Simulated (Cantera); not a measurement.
Input: 1 mol Si, 1.3 mol HCl, 1.2 mol H₂, equilibrated at 1302 °C and 3.20 Pa.

Equilibrium computed with Cantera from the NASA thermochemical tables; the gas is ideal and each condensed phase is pure. The tables' values for SiCl, SiCl₃ are old estimates; treat these amounts as uncertain. The numbers say what is thermodynamically allowed, not how fast it happens.

```json
[
 {"species": "H₂", "before": "0.644", "after": "0.777"},
 {"species": "SiCl₄", "before": "1.72e-6", "after": "0.106"},
 {"species": "HCl", "before": "0.178", "after": "0.0904"},
 {"species": "SiCl₂", "before": "0.168", "after": "0.0160"},
 {"species": "Si", "before": "0.00179", "after": "<1e-9"},
 {"species": "SiCl", "before": "0.000896", "after": "<1e-9"},
 {"species": "Cl", "before": "0.00130", "after": "9.09e-9"},
 {"species": "H", "before": "0.00589", "after": "8.21e-8"},
 {"species": "SiH", "before": "1.95e-5", "after": "<1e-9"},
 {"species": "SiHCl₃", "before": "8.29e-7", "after": "0.00410"},
 {"species": "Si(s), mol", "before": "0.571", "after": "0.701"}
]
```
Gas species are given as mole fractions.

Problem. Name the change that produced these shifts.
A) temperature from 1302 °C to 1025 °C
B) temperature from 1302 °C to 452 °C
C) temperature from 1302 °C to 675 °C
D) pressure from 3.20 Pa to 1330 Pa

Solution. C, temperature from 1302 °C to 675 °C. The tables' values for SiCl₃ are old estimates; treat these amounts as uncertain
